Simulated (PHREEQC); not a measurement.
Make-up at 25 °C: 190 mmol/kgw HF, 1.4 mmol/kgw NH4HF2, 120 mmol/kgw (NH4)2SiF6 and 0.049 mmol/kgw HCl. Closed to the air; pH follows from the charge balance.

The numbers come from PHREEQC with the ion-association model, phreeqc.dat.

Each row changes one thing in this solution. No solid was allowed to form.

```
case                                             pH  ionic strength (mol/kgw)  HF (mol/kgw)  F- (mol/kgw)  HF2- (mol/kgw)  NH3 (mol/kgw)  SI of Quartz (SiO2)
---------------------------------------------  ----  ------------------------  ------------  ------------  --------------  -------------  -------------------
as made                                        1.83                     0.380         0.165        0.0125         0.00774        5.32e-9                -7.90
0.13 mol/kgw HBr added                         0.99                     0.494         0.188       0.00218         0.00152       7.19e-10                -6.67
NH4HF2 replaced by NH4Cl at the same molality  1.82                     0.381         0.163        0.0120         0.00738        5.17e-9                -7.85
HCl left out                                   1.83                     0.380         0.165        0.0125         0.00775        5.33e-9                -7.90
temperature from 25 to 5 °C                    1.78                     0.383         0.163        0.0152         0.00753        1.04e-9                -9.17
HF left out                                    3.11                     0.362       0.00231       0.00327         2.83e-5        1.02e-7                +0.70
diluted 2-fold with water                      2.05                     0.192        0.0818       0.00901         0.00281        5.06e-9                -6.58
0.0074 mol/kgw NaHCO3 added                    1.93                     0.384         0.160        0.0150         0.00901        6.57e-9                -8.00
```

Some of these states are supersaturated (in Quartz (slow to form), Chalcedony (slow to form), for instance). At this temperature some constants are extrapolated from 25 °C, and those without enthalpy data are left unchanged. SiF6-2 is the database's only silicon fluoride.
